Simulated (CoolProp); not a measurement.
Saturation properties of dodecamethylcyclohexasiloxane (D6).

Computed with CoolProp (reference Helmholtz-energy equation of state, Colonna 2008). It is a short technical equation, of lower accuracy than the large ones.

| T (K) | p (kPa) | liquid density (kg/m³) | enthalpy of vaporisation (kJ/kg) | vapour Z |
|---|---|---|---|---|
| 363.2 | 0.4037 | 896.3 | 140.0 | 0.9989 |
| 372.9 | 0.6875 | 885.4 | 137.5 | 0.9983 |
| 382.6 | 1.130 | 874.4 | 134.9 | 0.9975 |
| 392.2 | 1.788 | 863.5 | 132.5 | 0.9963 |
| 401.9 | 2.761 | 852.4 | 130.0 | 0.9947 |
| 411.6 | 4.148 | 841.1 | 127.6 | 0.9925 |
| 421.2 | 6.053 | 829.9 | 125.1 | 0.9898 |
| 430.9 | 8.668 | 818.4 | 122.7 | 0.9863 |
| 440.6 | 12.15 | 806.8 | 120.2 | 0.9820 |
| 450.2 | 16.66 | 795.1 | 117.8 | 0.9769 |
| 459.9 | 22.50 | 783.1 | 115.3 | 0.9706 |
| 469.6 | 29.91 | 770.8 | 112.7 | 0.9631 |
| 479.3 | 39.16 | 758.3 | 110.1 | 0.9543 |
| 488.9 | 50.44 | 745.7 | 107.5 | 0.9442 |
| 498.6 | 64.32 | 732.6 | 104.8 | 0.9325 |

It boils at 518.1 K under 1 atm.
